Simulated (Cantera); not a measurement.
A closed system holds: 1 mol c-C4F8, 0.029 mol F2, at 3000 Pa.

These are equilibrium values from Cantera (NASA tables, ideal gas, pure condensed phases), not measurements of a reactor. Candidate condensed phases: C; 13 gas species. The feed counts by its element totals alone. Equilibrium is a limit: real reactors are often held back by kinetics, nucleation or transport.

What share of the C ends up in condensed phases as a function of T (K), at 3000, 3025, 3050, 3075, 3100, 3125, 3150, 3175, 3200?


```tsv
T (K)	C condensed (%)	as
3000	56.2	C(graphite)
3025	54.8	C(graphite)
3050	52.6	C(graphite)
3075	49.4	C(graphite)
3100	45.0	C(graphite)
3125	39.1	C(graphite)
3150	31.2	C(graphite)
3175	20.8	C(graphite)
3200	7.1	C(graphite)
```
